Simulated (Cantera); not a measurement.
A perfectly stirred reactor is fed with CH₄ : H₂O = 1 : 1.7 (molar parts), at 100.0 Torr; it is held at 1700 K, and followed from long to short residence time.

Model: GRI-Mech 3.0 (53 species, 325 reactions), integrated in Cantera.

Problem. What does this change do: H2O 1.7 to 1.2 parts?

Solution. 
```tsv
quantity	before	after
x(CH₄) at τ = 1.90 s	0.0300	0.0342
x(H₂O) at τ = 1.90 s	0.281	0.214
x(O₂) at τ = 1.90 s	4.16e-10	1.76e-10
x(CH₂O) at τ = 1.90 s	1.06e-6	7.90e-7
x(HO₂) at τ = 1.90 s	<1e-12	<1e-12
x(CH₄) at τ = 92.0 ms	0.110	0.132
x(H₂O) at τ = 92.0 ms	0.479	0.399
x(O₂) at τ = 92.0 ms	1.22e-9	5.88e-10
x(CH₂O) at τ = 92.0 ms	8.34e-6	6.54e-6
x(HO₂) at τ = 92.0 ms	<1e-12	<1e-12
```
